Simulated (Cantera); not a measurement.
Feed: 1 mol HBr, 2.2 mol O₂, equilibrated at 2523 K and 5480 Torr.

Equilibrium computed with Cantera from the NASA thermochemical tables; the gas is ideal and each condensed phase is pure. Candidate condensed phases: Br₂, H₂O; 12 gas species. Equilibrium is a limit: real reactors are often held back by kinetics, nucleation or transport.

Base state: O₂ 0.578, Br 0.236, H₂O 0.117, HBr 0.0446, OH 0.0132, Br₂ 0.00646, O 0.00456, H₂ 0.000379 (mole fractions); condensed: gas only.

**Question.** What changes in the equilibrium state with this change: O₂ from 2.2 to 0.11 mol?

**Answer.** 
```json
[
 {"species": "HBr", "before": "0.0446", "after": "0.432"},
 {"species": "Br", "before": "0.236", "after": "0.357"},
 {"species": "H₂O", "before": "0.117", "after": "0.175"},
 {"species": "O₂", "before": "0.578", "after": "0.000765"},
 {"species": "H₂", "before": "0.000379", "after": "0.0156"},
 {"species": "OH", "before": "0.0132", "after": "0.00307"},
 {"species": "Br₂", "before": "0.00646", "after": "0.0148"},
 {"species": "HO₂", "before": "5.79e-5", "after": "4.91e-7"},
 {"species": "O", "before": "0.00456", "after": "0.000166"},
 {"species": "H", "before": "0.000200", "after": "0.00128"}
]
```

**Question.** What changes in the equilibrium state with this change: pressure from 5480 Torr to 308 Torr?

**Answer.** 
```csv
species,before,after
O₂,0.578,0.550
Br,0.236,0.261
H₂O,0.117,0.115
HBr,0.0446,0.0242
O,0.00456,0.0188
OH,0.0132,0.0265
Br₂,0.00646,0.000446
H,0.000200,0.00174
```
